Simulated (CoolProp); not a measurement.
Aqueous calcium chloride as a coolant, at 17 °C, 1 atm.

Values from CoolProp's Melinder's fits for secondary coolants.

| mass % | freezing point (°C) | viscosity (mPa s) | cp (kJ/(kg K)) | density (kg/m³) | Prandtl number |
|---|---|---|---|---|---|
| 4.4 | -2.0 | 1.21 | 3.918 | 1035 | 8.03 |
| 6.8 | -3.4 | 1.28 | ? | 1056 | ? |
| 9.2 | -5.2 | 1.36 | 3.646 | ? | 8.52 |
| 11.5 | -7.2 | 1.46 | 3.520 | 1100 | ? |
| 13.9 | -9.8 | 1.58 | 3.393 | 1123 | 9.30 |
| 16.2 | ? | 1.73 | 3.277 | 1145 | 9.86 |
| 18.6 | -16.0 | 1.92 | 3.165 | 1168 | 10.6 |
| 21 | -20.0 | 2.15 | 3.062 | 1191 | 11.6 |
| 23.3 | -24.8 | ? | 2.975 | 1214 | 12.8 |

Some entries are withheld; supply them.


- 6.8, cp (kJ/(kg K)): 3.781
- 6.8, Prandtl number: 8.25
- 9.2, density (kg/m³): 1079
- 11.5, Prandtl number: 8.85
- 16.2, freezing point (°C): -12.6
- 23.3, viscosity (mPa s): 2.43
